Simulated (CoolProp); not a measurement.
Properties of CH3F (R41) along the isotherm 348.2 K.

The numbers come from the reference Helmholtz-energy equation of state, Lemmon 2006 in CoolProp. It is a short technical equation, of lower accuracy than the large ones.

```
p (kPa)  phase  density (kg/m³)  speed of sound (m/s)
-------  -----  ---------------  --------------------
9.34       gas           0.1098                 327.1
17.7       gas           0.2083                 327.0
33.6       gas           0.3956                 326.8
63.6       gas           0.7500                 326.5
121        gas            1.431                 326.0
229        gas            2.723                 324.9
433        gas            5.201                 323.0
822        gas            10.08                 319.2
1560       gas            19.91                 312.0
2950       gas            40.96                 298.1
```
